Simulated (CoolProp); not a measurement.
A single-stage vapour-compression cycle with isobutane: evaporating at 305.15 K (dew point), condensing at 370.15 K (bubble point), superheat 8 K, subcooling 5 K, compressor efficiency 0.65, no pressure losses. Each further row changes one setting.

Computed with CoolProp (reference Helmholtz-energy equation of state, Bücker 2006).

| case | cooling COP | pressure ratio | discharge temperature (K) | refrigerating effect (kJ/kg) | volumetric capacity (kJ/m³) |
|---|---|---|---|---|---|
| as stated | ___ | 4.39 | 379.7 | 172 | 1830 |
| evaporating temperature 310.15 K | 2.23 | 3.83 | 379.2 | 179 | ___ |
| condensing temperature 365.15 K | 2.25 | ___ | 374.9 | 187 | 1990 |
| subcooling 10 K | ___ | 4.39 | 379.7 | 187 | 1990 |
| superheat 18 K | 2.04 | 4.39 | 388.8 | 191 | ___ |
| compressor efficiency 0.55 | ___ | 4.39 | ___ | 172 | 1830 |

**Question.** Some entries are withheld; supply them.

**Answer.** 
- as stated, cooling COP: 1.95
- evaporating temperature 310.15 K, volumetric capacity (kJ/m³): 2170
- condensing temperature 365.15 K, pressure ratio: 3.99
- subcooling 10 K, cooling COP: 2.12
- superheat 18 K, volumetric capacity (kJ/m³): 1940
- compressor efficiency 0.55, cooling COP: 1.65
- compressor efficiency 0.55, discharge temperature (K): 385.8
